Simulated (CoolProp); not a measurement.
The numbers come from the reference Helmholtz-energy equation of state, Thol 2018 in CoolProp.

Q: For hydrogen chloride, give the phase and the Joule-Thomson coefficient (K/MPa) at 280.8 K and 0.101 MPa; 303.1 K and 0.101 MPa; 414.6 K and 0.101 MPa.

A: 
- 280.8 K and 0.101 MPa: gas; Joule-Thomson coefficient 18.3
- 303.1 K and 0.101 MPa: gas; Joule-Thomson coefficient 15.1
- 414.6 K and 0.101 MPa: gas; Joule-Thomson coefficient 7.85
